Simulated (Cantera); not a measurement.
What does this Cantera script print?

```python
import numpy as np
import cantera as ct

gas = ct.Solution("gri30.yaml")
gas.TPX = 1175, 2666, {'N2O': 1, 'H2O': 0.045}
reactor = ct.IdealGasConstPressureReactor(gas, energy="off", clone=False)
net = ct.ReactorNet([reactor])
net.rtol, net.atol = 1e-08, 1e-18
show = ['N2O', 'H2O', 'NO', 'NO2', 'O', 'OH', 'H']
times = np.geomspace(0.0003, 200, 14)

steps = ct.SolutionArray(gas, extra=["t"])
rows = []
print(f"{'t/s':>10s}{'T/K':>9s}{'P/Pa':>11s}" + "".join(f"{s:>11s}" for s in show))
for t in times:
    while net.time < t:
        t_next = net.step()
        steps.append(gas.state, t=t_next)
    rows.append([np.interp(t, steps.t, y) for y in (steps.T, steps.P, *steps(*show).X.T)])
    print(f"{t:10.3e}{rows[-1][0]:9.1f}{rows[-1][1]:11.4g}" + "".join(f"{x:11.3e}" for x in rows[-1][2:]))
rate = np.gradient(steps.T, steps.t)
print("integrator steps:", len(steps.t))
if steps.T.max() > steps.T[0] + 200:
    print(f"time of steepest temperature rise: {steps.t[rate.argmax()]:.4e} s")
gas.TPX = 1175, 2666, {'N2O': 1, 'H2O': 0.045}
gas.equilibrate("TP")
print(f"equilibrium (TP): T = {gas.T:.1f} K  " + "  ".join(f"{s} {gas[s].X[0]:.3e}" for s in show))
```

Output:

```
       t/s      T/K       P/Pa        N2O        H2O         NO        NO2          O         OH          H
 3.000e-04   1175.0       2666  9.569e-01  4.306e-02  1.370e-07  7.799e-15  1.016e-06  5.873e-08  4.698e-12
 8.416e-04   1175.0       2666  9.569e-01  4.306e-02  6.509e-07  5.966e-13  1.389e-06  2.750e-07  3.598e-11
 2.361e-03   1175.0       2666  9.569e-01  4.306e-02  2.275e-06  5.651e-11  1.434e-06  9.179e-07  1.324e-10
 6.624e-03   1175.0       2666  9.568e-01  4.306e-02  6.846e-06  3.999e-09  1.432e-06  2.421e-06  3.776e-10
 1.858e-02   1175.0       2666  9.566e-01  4.305e-02  1.947e-05  1.877e-07  1.428e-06  4.835e-06  8.741e-10
 5.213e-02   1175.0       2666  9.560e-01  4.304e-02  5.178e-05  3.670e-06  1.423e-06  6.838e-06  1.321e-09
 1.462e-01   1175.0       2666  9.544e-01  4.302e-02  1.305e-04  2.496e-05  1.418e-06  8.608e-06  1.477e-09
 4.103e-01   1175.0       2666  9.497e-01  4.295e-02  3.313e-04  1.004e-04  1.392e-06  1.039e-05  1.525e-09
 1.151e+00   1175.0       2666  9.369e-01  4.277e-02  9.053e-04  2.669e-04  1.333e-06  1.221e-05  1.424e-09
 3.229e+00   1175.0       2666  9.024e-01  4.227e-02  2.620e-03  4.597e-04  1.265e-06  1.431e-05  1.338e-09
 9.058e+00   1175.0       2666  8.149e-01  4.099e-02  7.194e-03  5.498e-04  1.215e-06  1.600e-05  1.369e-09
 2.541e+01   1175.0       2666  6.228e-01  3.819e-02  1.728e-02  4.688e-04  1.180e-06  1.652e-05  1.575e-09
 7.129e+01   1175.0       2666  3.194e-01  3.377e-02  3.312e-02  2.500e-04  1.141e-06  1.583e-05  2.148e-09
 2.000e+02   1175.0       2666  6.551e-02  3.007e-02  4.605e-02  7.131e-05  1.014e-06  1.425e-05  2.828e-09
integrator steps: 1626
equilibrium (TP): T = 1175.0 K  N2O 1.917e-09  H2O 2.912e-02  NO 1.820e-04  NO2 7.024e-07  O 5.120e-08  OH 3.158e-06  H 3.671e-11
```

Model: GRI-Mech 3.0 (53 species, 325 reactions), integrated in Cantera. GRI-Mech 3.0 was tuned for natural gas; its chemistry of N2O as a main component is partial and can be far from experiment. Radical loss at walls, strong at low pressure, is not modelled. The mechanism lacks the step 2 NO + O2 → 2 NO2, which can matter for NO2 below about 1400 K. The temperature is held fixed by assumption; the heat of reaction is taken as removed at once.
